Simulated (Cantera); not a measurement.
What does this Cantera script print?

```python
import numpy as np
import cantera as ct

gas_names = """
    CL CL2 H HCL H2 Si SiCL SiCL2 SiCL3 SiCL4 SiH SiHCL3 SiH2 SiH2CL2 SiH3 SiH3CL SiH4 Si2 Si3
""".split()
cond_names = """
    Si(cr) Si(L)
""".split()


# ... load() reads the species with a 1 bar reference pressure and builds the phases ...
atoms = {
    'SiCl4': {'Si': 1, 'CL': 4},
    'HCl': {'H': 1, 'CL': 1},
    'H2': {'H': 2},
}
top_T = {}  # K; cautious upper limits of use, not melting points


# ... equilibrate(T, P, feed) seeds the gas with the atoms and calls Mixture.equilibrate('TP', solver="vcs", rtol=1e-11, max_steps=5000) ...
results = []
feed = {'SiCl4': 1, 'HCl': 5.7, 'H2': 1.9}  # mol
T = 1623  # K
P = 100000  # Pa
mix = equilibrate(T, P, feed)
results.append((T, P, feed, dict(zip(mix.species_names, mix.species_moles))))
x = sorted(zip(gas.X, gas.species_names), reverse=True)
print(f"T = {T:g} K  P = {P:g} Pa  gas = {mix.phase_moles(0):.4g} mol")
print("   x: " + "  ".join(f"{s} {v:.3e}" for v, s in x if v > 0.0001))
print("   condensed (mol): " + ("  ".join(f"{mix.phase(i).name} {mix.phase_moles(i):.4g}"
      for i in range(1, mix.n_phases) if mix.phase_moles(i) > 1e-12) or "none"))
```

Result:

```
T = 1623 K  P = 100000 Pa  gas = 8.769 mol
   x: HCL 6.919e-01  H2 1.939e-01  SiCL4 8.199e-02  SiCL3 1.861e-02  SiCL2 9.859e-03  SiHCL3 3.561e-03
   condensed (mol): none
```

Cantera equilibrium calculation (NASA polynomials, part measured and part estimated; ideal gas, pure solids and liquids). The tables' values for SiCl3 are old estimates; treat these amounts as uncertain.
